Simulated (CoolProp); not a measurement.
n-butane at 296.71 K and 0.125 MPa flows at 3.3 m/s in a round tube of 6 mm bore and 0.25 µm roughness, fully developed (64/Re and Nu = 3.66 if laminar; Colebrook and Gnielinski if turbulent). Each further row changes one setting.

Model: reference Helmholtz-energy equation of state, Bücker 2006, in CoolProp.

```csv
case,Reynolds number,Darcy friction factor,pressure drop (Pa/m),heat-transfer coefficient (W/(m² K)),mass flow (kg/h)
as stated,(withheld),0.0326,90.6,71.7,(withheld)
velocity 6.6 m/s,16500,0.0272,303,127,(withheld)
diameter 12 mm,16500,0.0272,(withheld),63.2,(withheld)
```

**Question.** Fill in the missing entries.

**Answer.** 
- as stated, Reynolds number: 8230
- as stated, mass flow (kg/h): 1.03
- velocity 6.6 m/s, mass flow (kg/h): 2.06
- diameter 12 mm, pressure drop (Pa/m): 37.8
- diameter 12 mm, mass flow (kg/h): 4.11

Viscosity comes from a separate model (Vogel 1999). Thermal conductivity comes from a separate model (Perkins 2002).
